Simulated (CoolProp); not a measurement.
Saturated liquid density (kg/m³) of sulfur dioxide: the reference equation beside estimates from Tc = 430.6 K, pc = 7887 kPa, ω = 0.256. Rackett uses Z = 0.29056 − 0.08775 ω.

The numbers come from the reference Helmholtz-energy equation of state, Gao 2016 in CoolProp.

```json
[
 {"T (K)": "244.1", "reference": "1511", "Rackett": "1484", "van der Waals": "889.0", "Redlich-Kwong": "1313", "Soave-Redlich-Kwong": "1349", "Peng-Robinson": "?"},
 {"T (K)": "249.7", "reference": "1496", "Rackett": "1471", "van der Waals": "881.6", "Redlich-Kwong": "1301", "Soave-Redlich-Kwong": "1338", "Peng-Robinson": "1509"},
 {"T (K)": "255.4", "reference": "1482", "Rackett": "?", "van der Waals": "873.9", "Redlich-Kwong": "1287", "Soave-Redlich-Kwong": "1326", "Peng-Robinson": "1496"},
 {"T (K)": "261.1", "reference": "1467", "Rackett": "1443", "van der Waals": "?", "Redlich-Kwong": "1274", "Soave-Redlich-Kwong": "1314", "Peng-Robinson": "?"},
 {"T (K)": "266.8", "reference": "1452", "Rackett": "1429", "van der Waals": "858.0", "Redlich-Kwong": "1260", "Soave-Redlich-Kwong": "1301", "Peng-Robinson": "?"},
 {"T (K)": "272.5", "reference": "1437", "Rackett": "1415", "van der Waals": "849.9", "Redlich-Kwong": "1246", "Soave-Redlich-Kwong": "1288", "Peng-Robinson": "1455"},
 {"T (K)": "278.2", "reference": "1422", "Rackett": "1400", "van der Waals": "841.5", "Redlich-Kwong": "1231", "Soave-Redlich-Kwong": "1275", "Peng-Robinson": "1441"},
 {"T (K)": "283.8", "reference": "1407", "Rackett": "1386", "van der Waals": "833.1", "Redlich-Kwong": "1217", "Soave-Redlich-Kwong": "1261", "Peng-Robinson": "1426"},
 {"T (K)": "289.5", "reference": "1391", "Rackett": "1371", "van der Waals": "824.4", "Redlich-Kwong": "1201", "Soave-Redlich-Kwong": "1247", "Peng-Robinson": "?"}
]
```

**Question.** What belongs in the gaps?

**Answer.** 
- 244.1, Peng-Robinson: 1521
- 255.4, Rackett: 1457
- 261.1, van der Waals: 866.1
- 261.1, Peng-Robinson: 1483
- 266.8, Peng-Robinson: 1470
- 289.5, Peng-Robinson: 1411

Absolute difference from the reference over all 9 rows, mean and median: Rackett 1.6 and 1.6 %, van der Waals 40.9 and 40.9 %, Redlich-Kwong 13.3 and 13.2 %, Soave-Redlich-Kwong 10.5 and 10.4 %, Peng-Robinson 1.1 and 1.2 %.
